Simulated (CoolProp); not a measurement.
Fluorine along the isobar 5.49 MPa: fugacity coefficient from the reference equation and from simpler models built on Tc = 144.4 K, pc = 5.240 MPa, ω = 0.045; each cubic takes its own stable root.

Model: reference Helmholtz-energy equation of state, de Reuck 1990, in CoolProp.

| T (K) | phase | reference |
|---|---|---|
| 100.9 | liquid | 0.08991 |
| 105.8 | liquid | 0.1259 |
| 110.8 | liquid | 0.1708 |
| 115.8 | liquid | 0.2240 |
| 120.7 | liquid | 0.2839 |
| 125.7 | liquid | 0.3522 |
| 130.6 | liquid | 0.4250 |
| 135.6 | liquid | 0.5037 |
| 140.5 | liquid | 0.5828 |
| 145.5 | supercritical | 0.6595 |
| 150.5 | supercritical | 0.7016 |
| 155.4 | supercritical | 0.7327 |
| 160.4 | supercritical | 0.7593 |
| 165.3 | supercritical | 0.7819 |
| 170.3 | supercritical | 0.8022 |

How far does each simpler model (van der Waals, Peng-Robinson) lie from the reference over these 15 states: mean and median of the absolute difference, and the worst?


- van der Waals: mean 31.5 %, median 14.2 %, worst +124.3 % at 100.9 K and 5.49 MPa
- Peng-Robinson: mean 2.4 %, median 2.5 %, worst -4.0 % at 150.5 K and 5.49 MPa
